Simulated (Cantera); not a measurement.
A perfectly stirred reactor is fed with 24.1 % CO, 5.54 % H2, 14.8 % O2, 55.6 % N2, at 7050 Torr; it is adiabatic with a 323 K inlet, and is followed from long to short residence time, starting on the burning branch (τ in s: 0.24, 0.087, 0.032, 0.012, 0.0044, 0.0016, 0.00059, 0.00022, 8e-05, 2.9e-05).

Computed with Cantera and GRI-Mech 3.0 (53 species, 325 reactions). The hydrogen kinetics of GRI-Mech 3.0 are dated; newer H2 mechanisms differ, most at raised pressure.

x: mole fraction; the columns are a selection and need not sum to one.

```json
[
 {"τ (s)": "0.24", "T (K)": "2469", "x CO": "0.0257", "x H2": "0.00102", "x O2": "0.0104", "x HO2": "1.90e-6", "x H2O2": "1.27e-7"},
 {"τ (s)": "0.087", "T (K)": "2468", "x CO": "0.0258", "x H2": "0.00103", "x O2": "0.0105", "x HO2": "1.93e-6", "x H2O2": "1.28e-7"},
 {"τ (s)": "0.032", "T (K)": "2466", "x CO": "0.0262", "x H2": "0.00105", "x O2": "0.0108", "x HO2": "2.01e-6", "x H2O2": "1.31e-7"},
 {"τ (s)": "0.012", "T (K)": "2459", "x CO": "0.0273", "x H2": "0.00109", "x O2": "0.0116", "x HO2": "___", "x H2O2": "1.38e-7"},
 {"τ (s)": "0.0044", "T (K)": "2443", "x CO": "0.0297", "x H2": "0.00120", "x O2": "0.0133", "x HO2": "2.60e-6", "x H2O2": "1.54e-7"},
 {"τ (s)": "0.0016", "T (K)": "2406", "x CO": "0.0348", "x H2": "0.00142", "x O2": "0.0162", "x HO2": "3.58e-6", "x H2O2": "1.86e-7"},
 {"τ (s)": "0.00059", "T (K)": "2343", "x CO": "___", "x H2": "___", "x O2": "___", "x HO2": "___", "x H2O2": "___"},
 {"τ (s)": "0.00022", "T (K)": "2252", "x CO": "0.0544", "x H2": "0.00237", "x O2": "0.0261", "x HO2": "1.12e-5", "x H2O2": "3.66e-7"},
 {"τ (s)": "8.0e-5", "T (K)": "2128", "x CO": "0.0689", "x H2": "0.00310", "x O2": "0.0332", "x HO2": "2.34e-5", "x H2O2": "5.84e-7"},
 {"τ (s)": "2.9e-5", "T (K)": "1962", "x CO": "0.0881", "x H2": "0.00390", "x O2": "0.0428", "x HO2": "5.06e-5", "x H2O2": "1.04e-6"}
]
```

Problem. Complete the blanks.

Solution. 
- 0.012, x HO2: 2.18e-6
- 0.00059, x CO: 0.0431
- 0.00059, x H2: 0.00181
- 0.00059, x O2: 0.0206
- 0.00059, x HO2: 5.87e-6
- 0.00059, x H2O2: 2.49e-7
